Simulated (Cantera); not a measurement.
Mixture: CH4 : O2 : N2 = 1 : 1.82 : 6.84 (molar parts), equivalence ratio 1.1, at 500000 Pa, adiabatic and at constant volume. Ignition delay is the time to a rise of 400 K.

Computed with Cantera and GRI-Mech 3.0 (53 species, 325 reactions).

### Question
What does this change do: pressure from 500000 Pa to 1300000 Pa?

### Answer
```csv
quantity,before,after
delay at 1100 K,39.3 ms,13.1 ms
delay at 1200 K,9.99 ms,3.52 ms
delay at 1300 K,2.88 ms,1.10 ms
delay at 1400 K,0.923 ms,0.380 ms
delay at 1500 K,0.326 ms,0.143 ms
delay at 1600 K,0.127 ms,58.0 µs
delay at 1700 K,54.6 µs,25.4 µs
apparent activation energy between 1500 and 1700 K,190 kJ/mol,180 kJ/mol
```
The pressure lies above the range GRI-Mech 3.0 was tuned for (to about 10 atm).

### Question
What does this change do: pressure from 500000 Pa to 60000 Pa?

### Answer
```
quantity                                                before       after
--------------------------------------------------  ----------  ----------
delay at 1100 K                                        39.3 ms     0.335 s
delay at 1200 K                                        9.99 ms     70.3 ms
delay at 1300 K                                        2.88 ms     17.4 ms
delay at 1400 K                                       0.923 ms     5.00 ms
delay at 1500 K                                       0.326 ms     1.70 ms
delay at 1600 K                                       0.127 ms    0.687 ms
delay at 1700 K                                        54.6 µs    0.321 ms
apparent activation energy between 1500 and 1700 K  190 kJ/mol  180 kJ/mol
```

### Question
What does this change do: constant pressure in place of constant volume?

### Answer
```tsv
quantity	before	after
delay at 1100 K	39.3 ms	40.8 ms
delay at 1200 K	9.99 ms	10.5 ms
delay at 1300 K	2.88 ms	3.06 ms
delay at 1400 K	0.923 ms	0.988 ms
delay at 1500 K	0.326 ms	0.350 ms
delay at 1600 K	0.127 ms	0.136 ms
delay at 1700 K	54.6 µs	58.9 µs
apparent activation energy between 1500 and 1700 K	190 kJ/mol	190 kJ/mol
```
